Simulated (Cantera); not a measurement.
## Transport properties of process gases

Gas mixture: 100 % O₂, at 0.0263 atm, frozen composition.

Cantera's kinetic-theory transport with the Lennard-Jones parameters of GRI-Mech 3.0, ideal gas; thermal conductivity in the mixture-averaged form.

| T (K) | ρ (kg/m³) | cp (J/kg/K) | μ (µPa s) | λ (mW/m/K) | Pr | D (cm²/s) OH | D (cm²/s) NO | D (cm²/s) NH₃ |
|---|---|---|---|---|---|---|---|---|
| 400 | 0.0257 | 941.4 | 25.6 | 33.9 | 0.713 | 20.2 | 12.9 | 14.6 |
| 500 | 0.0205 | 971.4 | 30.0 | 41.1 | 0.709 | 29.6 | 18.9 | 22.2 |
| 600 | 0.0171 | 1003 | 34.1 | 48.2 | 0.709 | 40.4 | 25.8 | 30.9 |
| 700 | 0.0147 | 1031 | 37.8 | 55.0 | 0.709 | 52.3 | 33.5 | 40.7 |
| 800 | 0.0128 | 1055 | 41.4 | 61.4 | 0.710 | 65.4 | 41.9 | 51.5 |
| 900 | 0.0114 | 1074 | 44.7 | 67.6 | 0.710 | 79.6 | 51.0 | 63.2 |
| 1000 | 0.0103 | 1090 | 47.9 | 73.6 | 0.710 | 94.9 | 60.8 | 75.9 |
D: mixture-averaged diffusion coefficient of that species in the mixture.
